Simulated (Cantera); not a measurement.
An isothermal, constant-pressure homogeneous reactor starts with NH₃ : H₂ = 1 : 0.23 (molar parts), at 2400 K and 10.00 Torr.

Model: the gas-phase N/H chemistry of the illustrative SiF4/NH3 mechanism in the Surface Chemkin manual (1991), integrated in Cantera. Walls and surfaces, which speed up NH3 decomposition in real reactors, are not modelled.

One state of this run: x NH₃ = 3.95e-8; x H₂ = 0.675; x N = 4.42e-7; x N₂H₂ = <1e-12; x NH = 7.09e-8; x N₂ = 0.211. x: mole fraction; the columns are a selection and need not sum to one.

Task: Which value of t (s) does it belong to?
(A) 0.000126
(B) 50.0
(C) 0.0316
(D) 0.00501

Result: B, 50.0
